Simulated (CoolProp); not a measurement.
Vapour-liquid equilibrium of isobutane (1) + R245fa (2) at 0.797 MPa; x and y are mole fractions of (1).

Computed with CoolProp (multi-fluid Helmholtz-energy mixture model, Bücker 2006 and Akasaka 2015; pair parameters Bell 2016).

```csv
x,"bubble temperature, mixture model (°C)","bubble temperature, Raoult's law (°C)","y, mixture model","y, Raoult's law"
0.05,73.1,79.0,0.181,0.083
0.125,65.2,77.0,0.361,0.198
0.2,60.1,74.9,0.468,0.303
0.275,56.9,73.0,0.535,0.400
0.35,54.9,71.1,0.580,0.489
0.425,53.5,69.2,0.613,0.570
0.5,52.6,67.4,0.640,0.644
0.575,52.0,65.6,0.666,0.712
0.65,51.6,63.8,0.694,0.774
0.725,51.4,62.1,0.727,0.830
0.8,51.6,60.5,0.769,0.882
0.875,52.4,58.9,0.828,0.930
0.95,54.2,57.3,0.915,0.973
```

The largest gap from Raoult's law is -16.2 K in bubble temperature, at x = 0.35. y crosses x between x = 0.725 and 0.8: the model has an azeotrope there.

The pair parameters rest on a limited set of measurements; away from them the model extrapolates. With so large a gap from Raoult's law the liquid may split in two, which this calculation doesn't test in full.
